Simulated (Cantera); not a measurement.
Feed: 1 mol Ta2O5, 0.69 mol CH4, 5.7 mol H2, held at 1725 °C and 21.0 mbar.

These are equilibrium values from Cantera (NASA tables, ideal gas, pure condensed phases), not measurements of a reactor. Candidate condensed phases: C, C6H6, C7H8, C8H18, H2O, Ta, TaC, Ta2O5; 113 gas species. Mutual solubility and eutectic melting of coexisting phases are not modelled. Condensed phases not in the tables: Ta2C, N, O or C dissolved in the metal. The numbers say what is thermodynamically allowed, not how fast it happens.

Base state: H2 0.899, CO 0.0883, H 0.0105, H2O 0.00163, TaO2 4.84e-5, CO2 3.50e-5 (mole fractions); condensed: Ta(s) + Ta2O5(s).

Task: What changes in the equilibrium state with this change: pressure from 21.0 mbar to 25.0 Pa?

Result: 
```csv
species,before,after
H2,0.899,0.818
H,0.0105,0.0917
CO,0.0883,0.0843
TaO2,4.84e-5,0.00406
TaO,9.26e-6,0.000777
OH,1.90e-6,1.66e-5
"Ta(s), mol",0.281,0.271
"Ta2O5(s), mol",0.859,0.845
```

Task: What changes in the equilibrium state with this change: temperature from 1725 °C to 1952 °C?

Result: 
| species | before | after |
|---|---|---|
| H2 | 0.899 | 0.867 |
| CO | 0.0883 | 0.0867 |
| H | 0.0105 | 0.0416 |
| H2O | 0.00163 | 0.00342 |
| TaO2 | 4.84e-5 | 0.00133 |
| TaO | 9.26e-6 | 0.000282 |
| OH | 1.90e-6 | 2.38e-5 |
| CO2 | 3.50e-5 | 6.39e-5 |
| Ta(s), mol | 0.281 | 0.284 |
| Ta2O5(s), mol | 0.859 | 0 |
| Ta2O5(l), mol | 0 | 0.852 |
